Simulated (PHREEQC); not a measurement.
Model water analysis in mg/L, 25 °C, pH 3.94, pe 12.2:

| constituent | mg/L |
|---|---|
| Na | 197 |
| K | 0.14 |
| Ca | 182 |
| Mg | 103 |
| Cl | 34.9 |
| S(6) as SO4 | 1400 |
| Ni | 0.25 |
| Zn | 0.588 |
| B | 0.145 |
| Pb | 38.4 |
| Al | 44.8 |
| Br | 0.338 |

Valence states are taken as typed.

Model: ion-association model, wateq4f.dat, run in PHREEQC.

```json
[
 {"quantity": "ionic strength (mol/kgw)", "before": "0.0376", "after": "0.0300"},
 {"quantity": "SO4-2 (mol/kgw)", "before": "0.00960", "after": "0.00408"},
 {"quantity": "Ca+2 (mol/kgw)", "before": "0.00307", "after": "0.00370"},
 {"quantity": "Mg+2 (mol/kgw)", "before": "0.00269", "after": "0.00333"},
 {"quantity": "MgSO4 (mol/kgw)", "before": "0.00155", "after": "0.000913"},
 {"quantity": "CaSO4 (mol/kgw)", "before": "0.00148", "after": "0.000849"},
 {"quantity": "SI of Gibbsite (Al(OH)3)", "before": "-0.46", "after": "-0.15"},
 {"quantity": "SI of Gypsum (CaSO4:2H2O)", "before": "-0.55", "after": "-0.79"}
]
```

### Question
Which change was made?
A) Mg from 103 to 206 mg/L
B) temperature from 25 to 35 °C at the same typed pH
C) S(6) from 1400 to 700 mg/L

### Answer
C, S(6) from 1400 to 700 mg/L

Precipitation was switched off in this run. Some of these states are supersaturated (in Anglesite, for instance).
